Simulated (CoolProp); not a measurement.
Vapour-liquid equilibrium of fluoroethane (R161) (1) + R134a (2) at 0.519 MPa; x and y are mole fractions of (1).

The numbers come from the multi-fluid Helmholtz-energy mixture model, Wu 2012 and Tillner-Roth 1994; pair parameters Bell 2016 in CoolProp.

```json
[
 {"x": "0.05", "bubble temperature (K)": "289.6", "y at the bubble point": "(withheld)", "dew temperature at overall composition x (K)": "289.7", "liquid density (mol/L)": "12.27"},
 {"x": "0.2", "bubble temperature (K)": "288.2", "y at the bubble point": "0.242", "dew temperature at overall composition x (K)": "288.5", "liquid density (mol/L)": "12.72"},
 {"x": "0.35", "bubble temperature (K)": "286.6", "y at the bubble point": "0.415", "dew temperature at overall composition x (K)": "287.2", "liquid density (mol/L)": "13.21"},
 {"x": "0.5", "bubble temperature (K)": "284.9", "y at the bubble point": "0.577", "dew temperature at overall composition x (K)": "285.8", "liquid density (mol/L)": "13.71"},
 {"x": "0.65", "bubble temperature (K)": "283.1", "y at the bubble point": "0.724", "dew temperature at overall composition x (K)": "284.0", "liquid density (mol/L)": "(withheld)"},
 {"x": "0.8", "bubble temperature (K)": "281.1", "y at the bubble point": "0.855", "dew temperature at overall composition x (K)": "282.0", "liquid density (mol/L)": "14.81"},
 {"x": "0.95", "bubble temperature (K)": "279.2", "y at the bubble point": "0.967", "dew temperature at overall composition x (K)": "(withheld)", "liquid density (mol/L)": "15.40"}
]
```

Problem. Complete the blanks.

Solution. 
- 0.05, y at the bubble point: 0.061
- 0.65, liquid density (mol/L): 14.25
- 0.95, dew temperature at overall composition x (K): 279.5

No azeotrope shows between x = 0.05 and 0.95.

Pair parameters are fitted to limited data, so mixtures are less certain than the pure fluids.
